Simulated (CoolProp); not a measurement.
A single-stage vapour-compression cycle with the fluid: evaporating at 267.15 K (dew point), condensing at 333.15 K (bubble point), superheat 0 K, subcooling 5 K, compressor efficiency 0.85, no pressure losses. The same conditions are run with several fluids, on thermodynamics alone (safety and materials aside).

Values from CoolProp's reference Helmholtz-energy equation of state of each fluid (CH2F2 (R32): Tillner-Roth 1997; C3F8 (R218): Lemmon 2006; vinyl chloride: Thol 2022; R142b: Lemmon 2006; R407C: Lemmon 2003; R1233zd(E): Akasaka 2022). Blends and air are pseudo-pure fits.

```tsv
fluid	cooling COP	pressure ratio	discharge temperature (K)	refrigerating effect (kJ/kg)	volumetric capacity (kJ/m³)
CH2F2 (R32)	2.32	5.89	393.3	206	3740
C3F8 (R218)	1.12	5.98	333.1	20.8	680
vinyl chloride	2.79	7.20	379.3	255	1030
R142b	2.62	7.63	344.6	141	767
R407C	2.08	7.46	363.4	121	1930
R1233zd(E)	2.68	10.6	338.5	133	295
```

The compression ends wet for: C3F8 (R218).
